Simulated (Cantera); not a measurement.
An isothermal, constant-pressure homogeneous reactor starts with C2H6 : N2 = 1 : 2.2 (molar parts), at 1400 K and 0.210 bar.

Cantera simulation using GRI-Mech 3.0 (53 species, 325 reactions); the numbers are that mechanism's predictions, not measurements. GRI-Mech 3.0 stops at C3 and has no aromatics, soot or wall deposition, so with more carbon than oxygen in the feed, carbon stays in small species such as C2H2 where larger ones or solid carbon would form.

Problem. Predict: x(C2H6) at 70.0 s; x(C2H4) at 70.0 s; x(HCN) at 70.0 s; x(CH4) at 70.0 s; x(C2H2) at 70.0 s.

Solution. 
| Quantity | Result |
|---|---|
| x(C2H6) at 70.0 s | 1.33e-5 (gas-phase equilibrium 1.00e-5) |
| x(C2H4) at 70.0 s | 0.00969 (gas-phase equilibrium 0.00726) |
| x(HCN) at 70.0 s | 6.06e-9 (gas-phase equilibrium 0.0996) |
| x(CH4) at 70.0 s | 0.0451 (gas-phase equilibrium 0.0390) |
| x(C2H2) at 70.0 s | 0.171 (gas-phase equilibrium 0.125) |
